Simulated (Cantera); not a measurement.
Feed: 1 mol PbO, 0.14 mol H2, equilibrated at 2.90 mbar.

Method: chemical equilibrium by Gibbs-energy minimisation in Cantera with the NASA 1993 tables (ideal gas, pure condensed phases). Candidate condensed phases: H2O, Pb, PbO, PbO2, Pb3O4; 12 gas species. Mutual solubility and eutectic melting of coexisting phases are not modelled. Rates play no part.

x: gas mole fraction; n: condensed amount in mol.

```json
[
 {"T (K)": "523", "x H2O": "1.000", "x Pb": "5.92e-12", "x PbO": "<1e-12", "x H2": "8.28e-6", "x Pb2": "<1e-12", "x OH": "<1e-12", "x O2": "<1e-12", "n Pb(s)": "0.140", "n PbO(red)": "0.860", "n Pb(l)": "0", "n PbO(yellow)": "0"},
 {"T (K)": "573", "x H2O": "1.000", "x Pb": "…", "x PbO": "<1e-12", "x H2": "…", "x Pb2": "<1e-12", "x OH": "<1e-12", "x O2": "<1e-12", "n Pb(s)": "0.140", "n PbO(red)": "0.860", "n Pb(l)": "0", "n PbO(yellow)": "0"},
 {"T (K)": "623", "x H2O": "1.000", "x Pb": "7.16e-9", "x PbO": "<1e-12", "x H2": "2.18e-5", "x Pb2": "<1e-12", "x OH": "<1e-12", "x O2": "<1e-12", "n Pb(s)": "0", "n PbO(red)": "0.860", "n Pb(l)": "0.140", "n PbO(yellow)": "0"},
 {"T (K)": "673", "x H2O": "1.000", "x Pb": "…", "x PbO": "…", "x H2": "…", "x Pb2": "<1e-12", "x OH": "<1e-12", "x O2": "<1e-12", "n Pb(s)": "0", "n PbO(red)": "0.860", "n Pb(l)": "0.140", "n PbO(yellow)": "0"},
 {"T (K)": "723", "x H2O": "1.000", "x Pb": "1.07e-6", "x PbO": "2.67e-10", "x H2": "4.17e-5", "x Pb2": "<1e-12", "x OH": "<1e-12", "x O2": "<1e-12", "n Pb(s)": "0", "n PbO(red)": "0.860", "n Pb(l)": "0.140", "n PbO(yellow)": "0"},
 {"T (K)": "773", "x H2O": "1.000", "x Pb": "7.96e-6", "x PbO": "5.53e-9", "x H2": "5.49e-5", "x Pb2": "<1e-12", "x OH": "<1e-12", "x O2": "<1e-12", "n Pb(s)": "0", "n PbO(red)": "0", "n Pb(l)": "0.140", "n PbO(yellow)": "0.860"},
 {"T (K)": "823", "x H2O": "1.000", "x Pb": "4.63e-5", "x PbO": "7.84e-8", "x H2": "7.06e-5", "x Pb2": "5.69e-12", "x OH": "6.80e-12", "x O2": "<1e-12", "n Pb(s)": "0", "n PbO(red)": "0", "n Pb(l)": "0.140", "n PbO(yellow)": "0.860"},
 {"T (K)": "873", "x H2O": "1.000", "x Pb": "0.000219", "x PbO": "8.13e-7", "x H2": "8.88e-5", "x Pb2": "7.74e-11", "x OH": "6.62e-11", "x O2": "<1e-12", "n Pb(s)": "0", "n PbO(red)": "0", "n Pb(l)": "0.140", "n PbO(yellow)": "0.860"},
 {"T (K)": "923", "x H2O": "0.999", "x Pb": "0.000874", "x PbO": "6.50e-6", "x H2": "0.000110", "x Pb2": "7.88e-10", "x OH": "5.03e-10", "x O2": "1.52e-12", "n Pb(s)": "0", "n PbO(red)": "0", "n Pb(l)": "0.140", "n PbO(yellow)": "0.860"},
 {"T (K)": "973", "x H2O": "0.997", "x Pb": "0.00302", "x PbO": "4.17e-5", "x H2": "0.000133", "x Pb2": "6.27e-9", "x OH": "3.10e-9", "x O2": "2.83e-11", "n Pb(s)": "0", "n PbO(red)": "0", "n Pb(l)": "0.140", "n PbO(yellow)": "0.860"},
 {"T (K)": "1023", "x H2O": "0.990", "x Pb": "0.00919", "x PbO": "0.000222", "x H2": "0.000158", "x Pb2": "4.05e-8", "x OH": "1.59e-8", "x O2": "3.94e-10", "n Pb(s)": "0", "n PbO(red)": "0", "n Pb(l)": "0.139", "n PbO(yellow)": "0.860"},
 {"T (K)": "1073", "x H2O": "0.974", "x Pb": "0.0252", "x PbO": "0.00100", "x H2": "0.000184", "x Pb2": "2.19e-7", "x OH": "6.98e-8", "x O2": "4.26e-9", "n Pb(s)": "0", "n PbO(red)": "0", "n Pb(l)": "0.136", "n PbO(yellow)": "0.860"}
]
```

Question: Some entries are withheld; supply them.

Answer: 
- 573, x Pb: 2.87e-10
- 573, x H2: 1.42e-5
- 673, x Pb: 1.06e-7
- 673, x PbO: 8.13e-12
- 673, x H2: 3.07e-5
